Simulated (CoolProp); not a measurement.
The fluid at 396.59 K and 2.22 MPa (liquid) is heated at constant pressure to 517.3 K. The same conditions are run with several fluids, on thermodynamics alone (safety and materials aside).

Values from CoolProp's reference Helmholtz-energy equation of state of each fluid (n-pentane: Thol 2019; water: Wagner 2002; dimethyl carbonate: Zhou 2011).

**Question.** Rank n-pentane, water, dimethyl carbonate by heat (kJ/kg), highest first.

**Answer.** water (2360), n-pentane (546), dimethyl carbonate (509)

```json
[
 {"fluid": "n-pentane", "final density (kg/m³)": "45.4"},
 {"fluid": "water", "final density (kg/m³)": "10.2"},
 {"fluid": "dimethyl carbonate", "final density (kg/m³)": "61.5"}
]
```
